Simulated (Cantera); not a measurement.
What does this Cantera script print?

```python
import numpy as np
import cantera as ct

gas_names = """
    Cu CuO Cu2 N NO NO2 NO3 N2 N2O O O2 O3
""".split()
cond_names = """
    Cu(cr) Cu(L) CuO(s) Cu2O(s) Cu2O(L)
""".split()


# ... load() reads the species with a 1 bar reference pressure and builds the phases ...
atoms = {
    'Cu': {'Cu': 1},
    'O2': {'O': 2},
    'N2': {'N': 2},
}
top_T = {'CuO(s)': 1390}  # K; cautious upper limits of use, not melting points


# ... equilibrate(T, P, feed) seeds the gas with the atoms and calls Mixture.equilibrate('TP', solver="vcs", rtol=1e-11, max_steps=5000) ...
results = []
feed = {'Cu': 1, 'O2': 0.001, 'N2': 5.4}  # mol
T = 1398  # K
P = 10000  # Pa
mix = equilibrate(T, P, feed)
results.append((T, P, feed, dict(zip(mix.species_names, mix.species_moles))))
x = sorted(zip(gas.X, gas.species_names), reverse=True)
print(f"T = {T:g} K  P = {P:g} Pa  gas = {mix.phase_moles(0):.4g} mol")
print("   x: " + "  ".join(f"{s} {v:.3e}" for v, s in x if v > 0.001))
print("   condensed (mol): " + ("  ".join(f"{mix.phase(i).name} {mix.phase_moles(i):.4g}"
      for i in range(1, mix.n_phases) if mix.phase_moles(i) > 1e-12) or "none"))
```

Result:

```
T = 1398 K  P = 10000 Pa  gas = 5.401 mol
   x: N2 9.999e-01
   condensed (mol): Cu(L) 0.9984  Cu2O(s) 0.0007438
```

Cantera equilibrium calculation (NASA polynomials, part measured and part estimated; ideal gas, pure solids and liquids). Mutual solubility and eutectic melting of coexisting phases are not modelled.
